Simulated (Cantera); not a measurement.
An isothermal plug-flow reactor at 1075 K and 750 Torr (inlet), inlet velocity 0.25 m/s, active area per volume 550 1/m; feed CH4 : O2 : N2 = 0.0049 : 0.039 : 0.79 (molar parts), equivalence ratio 0.25.

Detailed kinetics in Cantera: Deutschmann's 1995 Pt surface mechanism with GRI-Mech 3.0 gas chemistry. Catalytic surfaces can have several steady states; this one follows from the mechanism file's or the stated starting coverage. Mass transfer to the wall is taken as infinitely fast.

One state of this run: x CH4 = 0.00152; x O2 = 0.0381; x H2O = 0.00866; x CO2 = 0.00432; x CO = 1.31e-6; θ free Pt = 0.340; θ O* = 0.659; θ OH* = 0.00155. x: gas mole fraction; θ: surface coverage.

**Question.** Which value of z (m) does it belong to?
A. 0.00079
B. 0.0025
C. 0.00025
D. 0.00044

**Answer.** B, 0.0025
